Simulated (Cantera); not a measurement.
**Ignition delay**

Mixture: CH4 : CO : O2 : N2 = 1 : 0.091 : 2.2 : 20 (molar parts), equivalence ratio 0.93, at 7500 Torr, adiabatic and at constant pressure. Ignition delay is the time to a rise of 400 K.

Cantera simulation using GRI-Mech 3.0 (53 species, 325 reactions); the numbers are that mechanism's predictions, not measurements.

```tsv
T0 (K)	delay (ms)
1173	16.5
1273	4.93
1373	1.63
1473	0.577
1573	0.216
1673	0.0867
```

```json
{
  "apparent activation energy between 1473 and 1673 K": "190 kJ/mol"
}
```
